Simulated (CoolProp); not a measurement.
Values from CoolProp's reference Helmholtz-energy equation of state, Lemmon 2005. It is a short technical equation, of lower accuracy than the large ones.

### Question
Give the vapour pressure (MPa), liquid density (kg/m³), vapour density (kg/m³), enthalpy of vaporisation (kJ/kg) of saturated cis-2-butene at 243.8 K.

### Answer
| T (K) | p (MPa) | liquid density (kg/m³) | vapour density (kg/m³) | enthalpy of vaporisation (kJ/kg) |
|---|---|---|---|---|
| 243.8 | 0.0234 | 676 | 0.659 | 445 |
